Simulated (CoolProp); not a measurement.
Vapour-liquid equilibrium of isobutane (1) + R245fa (2) at 0.37 MPa; x and y are mole fractions of (1).

Model: multi-fluid Helmholtz-energy mixture model, Bücker 2006 and Akasaka 2015; pair parameters Bell 2016, in CoolProp.

| x | bubble temperature (K) | y at the bubble point | dew temperature at overall composition x (K) | liquid density (mol/L) |
|---|---|---|---|---|
| 0.05 | 316.6 | 0.258 | 323.9 | 9.523 |
| 0.2 | 302.9 | 0.570 | 318.7 | 9.617 |
| 0.35 | 298.7 | 0.655 | 313.0 | 9.541 |
| 0.5 | 297.3 | 0.691 | 306.3 | 9.450 |
| 0.65 | 296.6 | 0.722 | 298.9 | 9.400 |
| 0.8 | 296.4 | 0.777 | 296.6 | 9.405 |
| 0.95 | 298.2 | 0.911 | 299.0 | 9.434 |

y crosses x between x = 0.65 and 0.8: the model has an azeotrope there.

Pair parameters are fitted to limited data, so mixtures are less certain than the pure fluids. With so large a gap from Raoult's law the liquid may split in two, which this calculation doesn't test in full.
